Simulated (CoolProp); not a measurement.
Model: reference Helmholtz-energy equation of state, de Reuck 1990, in CoolProp.

**Question.** Give the vapour pressure (bar), liquid density (kg/m³), vapour density (kg/m³), enthalpy of vaporisation (kJ/kg) of saturated fluorine at -137.75 °C.

**Answer.** 
```
T (°C)   p (bar)  liquid density (kg/m³)  vapour density (kg/m³)  enthalpy of vaporisation (kJ/kg)
-------  -------  ----------------------  ----------------------  --------------------------------
-137.75     35.4                     996                     200                              86.6
```
